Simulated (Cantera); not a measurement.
Feed: 1 mol C3H8, 0.47 mol H2, held at 2475 K.

Cantera equilibrium calculation (NASA polynomials, part measured and part estimated; ideal gas, pure solids and liquids). Candidate condensed phases: C, C6H6, C7H8, C8H18; 76 gas species. Equilibrium is a limit: real reactors are often held back by kinetics, nucleation or transport.

### Question
At 3450 Torr, list the 6 most abundant gas species with their mole fractions, and the condensed phases.

### Answer
H2 0.979, H 0.0104, C2H2 (acetylene) 0.00952, CH4 0.000689, CH3 0.000132, C4H2 3.82e-5. Condensed: C(graphite).
